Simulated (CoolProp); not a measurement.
Vapour-liquid equilibrium of ethanol (1) + hexamethyldisiloxane (MM) (2) at 152.35 °C; x and y are mole fractions of (1).

Computed with CoolProp (multi-fluid Helmholtz-energy mixture model, Schroeder 2014 and Thol 2016; pair parameters Bell 2016).

| x | bubble pressure (MPa) | y at the bubble point | dew pressure at overall composition x (MPa) | liquid density (mol/L) |
|---|---|---|---|---|
| 0.05 | 0.4652 | 0.212 | 0.3882 | 3.871 |
| 0.2 | 0.6681 | 0.483 | 0.4588 | 4.368 |
| 0.35 | 0.7926 | 0.602 | 0.5542 | 5.038 |
| 0.5 | 0.8782 | 0.685 | 0.6845 | 5.972 |
| 0.65 | 0.9435 | 0.761 | 0.8434 | 7.319 |
| 0.8 | 0.9950 | 0.848 | 0.9695 | 9.339 |
| 0.95 | 1.033 | 0.958 | 1.031 | 12.53 |

No azeotrope shows between x = 0.05 and 0.95.

The pair parameters rest on a limited set of measurements; away from them the model extrapolates.
